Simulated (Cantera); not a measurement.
A freely propagating, adiabatic, planar premixed flame of CH4 : O2 : N2 : H2O = 1 : 1.54 : 5.78 : 0.56 (molar parts), unburnt at 498 K and 97.5 Torr; mixture-averaged transport, grid criteria slope 0.08 and curve 0.16, no radiation.

Detailed kinetics in Cantera: GRI-Mech 3.0 (53 species, 325 reactions). Burning velocities carry a grid error of a few per cent, more on coarse grids.

Problem. What does this change do: inlet temperature 498 to 448 K?

Solution. 
```csv
quantity,before,after
laminar burning velocity,91.5 cm/s,75.1 cm/s
thermal thickness,2.67 mm,2.77 mm
peak x(CH2O),0.000953,0.000907
peak x(CO),0.0694,0.0686
peak x(C2H6),0.00176,0.00174
```
